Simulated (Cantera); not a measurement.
A closed system holds: 1 mol Cu2O, 4.2 mol C, 0.41 mol H2, equilibrated at 0.133 bar.

These are equilibrium values from Cantera (NASA tables, ideal gas, pure condensed phases), not measurements of a reactor. Candidate condensed phases: C, C6H6, C7H8, C8H18, Cu, CuO, Cu(OH)2, Cu2O, H2O; 113 gas species. Kinetics and transport are ignored.

Question: Which condensed phases are stable at each of these points (T (°C)): 1002, 1077, 1152, 1227, 1302, 1377, 1452, 1527, 1602?

Answer: 
```csv
T (°C),condensed phases,Cu condensed (%)
1002,C(graphite) + Cu(s),100.0
1077,C(graphite) + Cu(s),100.0
1152,C(graphite) + Cu(l),100.0
1227,C(graphite) + Cu(l),100.0
1302,C(graphite) + Cu(l),100.0
1377,C(graphite) + Cu(l),100.0
1452,C(graphite) + Cu(l),99.9
1527,C(graphite) + Cu(l),99.7
1602,C(graphite) + Cu(l),99.3
```

From 1002 °C to 1077 °C the condensed part is C(graphite) + Cu(s). From 1152 °C to 1602 °C the condensed part is C(graphite) + Cu(l).
